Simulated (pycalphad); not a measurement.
An equivalent pycalphad script:

```python
from pycalphad import Database, equilibrium, calculate, variables as v
import numpy as np
db = Database('COST507.tdb')
comps = ['TI', 'C', 'VA']
phases = ['BCC_A2', 'FCC_A1', 'GRAPHITE', 'HCP_A3', 'LIQUID']
eq = equilibrium(db, comps, phases, {v.X('C'): 0.2137, v.T: np.arange(3300, 499, -75), v.P: 101325, v.N: 1}, output=['HM', 'SM'])
```

Computed with pycalphad from the COST 507 light-alloy database (1999), at 1 atm. The database dates from 1999; later assessments differ in places, in temperatures and in the compounds included. Amounts are mole fractions of atoms. Diffusion is slow at the low end, where real alloys seldom reach equilibrium.

Results at three of the temperatures:

```
T = 2475.00 K, P = 101325 Pa, N = 1 mol of atoms
G = -197082 J/mol, H = 38094 J/mol, S = 95.02 J/(mol K)  (SER reference)
chemical potentials (J/mol): Ti -180772, C -257092
phase             fraction      x(Ti)       x(C)
LIQUID              0.5056     0.8952     0.1048
FCC_A1              0.4944     0.6750     0.3250
```

```
T = 2325.00 K, P = 101325 Pa, N = 1 mol of atoms
G = -183126 J/mol, H = 28719 J/mol, S = 91.12 J/(mol K)  (SER reference)
chemical potentials (J/mol): Ti -162825, C -257826
phase             fraction      x(Ti)       x(C)
FCC_A1              0.5576     0.6809     0.3191
LIQUID              0.4424     0.9191     0.0809
```

```
T = 1350.00 K, P = 101325 Pa, N = 1 mol of atoms
G = -106763 J/mol, H = -17115 J/mol, S = 66.41 J/(mol K)  (SER reference)
chemical potentials (J/mol): Ti -70276, C -241014
phase             fraction      x(Ti)       x(C)
FCC_A1              0.6213     0.6606     0.3394
BCC_A2              0.3787     0.9926     0.0074
```

Changes of the phase set, refined by bisection:

```tsv
T (K)	phases above	phases below
2968.3	liquid	fcc + liquid
1923 ± 3	fcc + liquid	bcc + fcc
1189.9	bcc + fcc	fcc + hcp
```

FCC_A1 is fcc; BCC_A2 is bcc. The fcc model also describes the rock-salt carbide or nitride (TiC, TiN, HfC).
